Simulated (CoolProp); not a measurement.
Ethylbenzene at several states: density (kg/m³) from the reference equation and from simpler models built on Tc = 617.1 K, pc = 3.622 MPa, ω = 0.304; each cubic takes its own stable root.

The numbers come from the reference Helmholtz-energy equation of state, Zhou 2012 in CoolProp.

| T (K) | p (MPa) | phase | reference | van der Waals | Soave-Redlich-Kwong | Peng-Robinson |
|---|---|---|---|---|---|---|
| 556.7 | 0.0251 | gas | 0.5777 | 0.5772 | 0.5776 | 0.5778 |
| 490.6 | 0.633 | liquid | 671.3 | 18.26 | 582.6 | 661.1 |
| 587.3 | 1.43 | gas | 38.50 | 36.65 | 38.03 | 38.75 |
| 321.5 | 0.442 | liquid | 842.3 | 486.3 | 741.3 | 834.0 |
| 570.9 | 4.21 | liquid | 571.5 | 349.2 | 477.8 | 538.2 |
| 506.9 | 0.125 | gas | 3.228 | 3.202 | 3.222 | 3.227 |

At some of these states van der Waals gives the other phase, because its saturation line lies elsewhere.
